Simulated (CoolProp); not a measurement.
Values from CoolProp's reference Helmholtz-energy equation of state, Lemmon 2006. It is a short technical equation, of lower accuracy than the large ones.

Q: For isohexane, give the phase and the cv (kJ/(kg K)), speed of sound (m/s), fugacity coefficient at 474.7 K and 0.905 MPa.

A: 
- 474.7 K and 0.905 MPa: gas; cv 2.40, speed of sound 190, fugacity coefficient 0.880
